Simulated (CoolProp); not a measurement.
Vapour-liquid equilibrium of cyclohexane (1) + o-xylene (2) at 341.9 K; x and y are mole fractions of (1).

The numbers come from the multi-fluid Helmholtz-energy mixture model, Zhou 2014 and Zhou 2012; pair parameters Bell 2016 in CoolProp.

Q: Give the bubble pressure and the first vapour's composition at x = 0.2, 0.5, 0.95. Is there an azeotrope?

A: x = 0.2: 0.02516 MPa, y = 0.738; x = 0.5: 0.04412 MPa, y = 0.896; x = 0.95: 0.06690 MPa, y = 0.990. No azeotrope shows between x = 0.05 and 0.95.

The pair parameters rest on a limited set of measurements; away from them the model extrapolates.
